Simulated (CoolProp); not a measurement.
The numbers come from the reference Helmholtz-energy equation of state, Span 1996 in CoolProp.

Q: Give the vapour pressure (bar), vapour Z, surface tension (mN/m), liquid viscosity (µPa s) of saturated carbon dioxide at 243.7, 248.1, 256.9 K.

A: 
```
T (K)  p (bar)  vapour Z  surface tension (mN/m)  liquid viscosity (µPa s)
-----  -------  --------  ----------------------  ------------------------
243.7     14.5     0.836                    10.4                       163
248.1     16.8     0.818                    9.43                       151
256.9     22.1     0.779                    7.61                       132
```

Viscosity comes from a separate model (Laesecke 2017). Surface tension comes from a separate correlation (Mulero 2012).
